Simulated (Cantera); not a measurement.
A closed system holds: 1 mol PbO, 2.4 mol H2, 5.5 mol N2, held at 61.5 Torr.

Cantera equilibrium calculation (NASA polynomials, part measured and part estimated; ideal gas, pure solids and liquids). Candidate condensed phases: H2O, Pb, PbO, PbO2, Pb3O4; 27 gas species. Rates play no part.

Question: What share of the Pb ends up in condensed phases as a function of T (°C), at 800, 875, 950, 1025, 1100, 1175, 1250?

Answer: 
```csv
T (°C),Pb condensed (%),as
800,99.3,Pb(l)
875,97.3,Pb(l)
950,91.2,Pb(l)
1025,74.6,Pb(l)
1100,32.9,Pb(l)
1175,0.0,-
1250,0.0,-
```
